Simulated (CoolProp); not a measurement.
Carbon monoxide along the isotherm 151.4 K: density (kg/m³) from the reference equation and from simpler models built on Tc = 132.9 K, pc = 3498 kPa, ω = 0.050; each cubic takes its own stable root.

Values from CoolProp's reference Helmholtz-energy equation of state, Lemmon 2006. It is a short technical equation, of lower accuracy than the large ones.

| p (kPa) | phase | reference | van der Waals | Redlich-Kwong | Soave-Redlich-Kwong | Peng-Robinson |
|---|---|---|---|---|---|---|
| 2920 | gas | 82.35 | 82.55 | 82.83 | 82.36 | 84.99 |
| 5830 | supercritical | 246.0 | 264.6 | 243.5 | 236.9 | 252.2 |
| 8750 | supercritical | 414.6 | 364.3 | 391.6 | 384.3 | 417.1 |
| 11700 | supercritical | 481.8 | 405.7 | 462.9 | 457.4 | 500.8 |
| 14600 | supercritical | 520.8 | 431.8 | 507.9 | 503.3 | 553.4 |
| 17500 | supercritical | 549.0 | 451.2 | 541.4 | 537.4 | 592.3 |
| 20400 | supercritical | 571.2 | 466.6 | 568.1 | 564.5 | 623.1 |
| 23300 | supercritical | 589.7 | 479.4 | 590.3 | 587.1 | 648.6 |
| 26200 | supercritical | 605.6 | 490.3 | 609.3 | 606.4 | 670.4 |
| 29200 | supercritical | 620.0 | 500.1 | 626.5 | 623.8 | 690.0 |
| 32100 | supercritical | 632.4 | 508.4 | 641.2 | 638.7 | 706.7 |
| 35000 | supercritical | 643.6 | 515.9 | 654.4 | 652.1 | 721.6 |
